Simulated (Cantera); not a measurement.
An isothermal, constant-pressure homogeneous reactor starts with NO : N₂ = 1 : 1.2 (molar parts), at 1723 K and 0.130 bar. Integrator tolerance rtol = 1e-08.

Cantera simulation using GRI-Mech 3.0 (53 species, 325 reactions); the numbers are that mechanism's predictions, not measurements.

**Question.** What does this change do: pressure from 0.130 bar to 1.01 bar?

**Answer.** 
| quantity | before | after |
|---|---|---|
| x(NO) at 70.0 s | 0.195 (gas-phase equilibrium 0.00326) | 0.0337 (gas-phase equilibrium 0.00326) |
| x(O) at 70.0 s | 5.80e-5 (gas-phase equilibrium 7.54e-5) | 2.61e-5 (gas-phase equilibrium 2.70e-5) |
| x(NO₂) at 70.0 s | 0.000163 (gas-phase equilibrium 3.61e-6) | 0.000101 (gas-phase equilibrium 1.01e-5) |
| x(N₂) at 70.0 s | 0.675 (gas-phase equilibrium 0.771) | 0.756 (gas-phase equilibrium 0.771) |
| x(N₂O) at 70.0 s | 1.32e-5 (gas-phase equilibrium 6.76e-8) | 6.10e-7 (gas-phase equilibrium 1.89e-7) |

**Question.** What does this change do: pressure from 0.130 bar to 0.0270 bar?

**Answer.** 
```tsv
quantity	before	after
x(NO) at 70.0 s	0.195 (gas-phase equilibrium 0.00326)	0.358 (gas-phase equilibrium 0.00326)
x(O) at 70.0 s	5.80e-5 (gas-phase equilibrium 7.54e-5)	8.36e-5 (gas-phase equilibrium 0.000165)
x(NO₂) at 70.0 s	0.000163 (gas-phase equilibrium 3.61e-6)	8.15e-5 (gas-phase equilibrium 1.64e-6)
x(N₂) at 70.0 s	0.675 (gas-phase equilibrium 0.771)	0.594 (gas-phase equilibrium 0.771)
x(N₂O) at 70.0 s	1.32e-5 (gas-phase equilibrium 6.76e-8)	4.18e-5 (gas-phase equilibrium 3.08e-8)
```
Radical loss at walls, strong at low pressure, is not modelled.
